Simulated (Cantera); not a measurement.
Chemical vapour transport: MgO + H2O + H2S

Input: 1 mol MgO, 0.04 mol H2O, 0.00036 mol H2S, held at 75.0 Torr.

Equilibrium computed with Cantera from the NASA thermochemical tables; the gas is ideal and each condensed phase is pure. Candidate condensed phases: H2O, H2SO4, Mg, MgO, Mg(OH)2, MgS, MgSO4, S; 26 gas species. Gases not in the tables: S3 to S7. The numbers say what is thermodynamically allowed, not how fast it happens.

| T (K) | x H2O | x H2 | x SO2 | x H2S | x S2 | x SO | x OH | x H | n MgO(s) |
|---|---|---|---|---|---|---|---|---|---|
| 723 | 0.990 | 0.000901 | 0.000291 | 0.00860 | 1.32e-5 | 4.43e-10 | <1e-12 | <1e-12 | 1.00 |
| 823 | 0.988 | 0.00268 | 0.000861 | 0.00796 | 4.66e-5 | 1.22e-8 | <1e-12 | 1.20e-12 | 1.00 |
| 923 | 0.985 | 0.00615 | 0.00198 | 0.00671 | 0.000106 | 1.56e-7 | 1.13e-11 | 6.07e-11 | 1.00 |
| 1023 | 0.980 | 0.0115 | 0.00372 | 0.00484 | 0.000156 | 1.11e-6 | 3.15e-10 | 1.40e-9 | 1.00 |
| 1123 | 0.973 | 0.0178 | 0.00585 | 0.00273 | 0.000136 | 4.81e-6 | 5.05e-9 | 1.80e-8 | 1.00 |
| 1223 | 0.968 | 0.0231 | 0.00763 | 0.00107 | 6.11e-5 | 1.30e-5 | 5.46e-8 | 1.44e-7 | 1.00 |
| 1323 | 0.966 | 0.0255 | 0.00848 | 0.000300 | 1.49e-5 | 2.38e-5 | 4.38e-7 | 8.01e-7 | 1.00 |
| 1423 | 0.965 | 0.0262 | 0.00872 | 7.76e-5 | 3.02e-6 | 3.51e-5 | 2.72e-6 | 3.40e-6 | 1.00 |
| 1523 | 0.965 | 0.0264 | 0.00877 | 2.23e-5 | 6.70e-7 | 4.74e-5 | 1.34e-5 | 1.19e-5 | 1.00 |
x: gas mole fraction; n: condensed amount in mol.

From 723 K to 1523 K the condensed part is MgO(s).
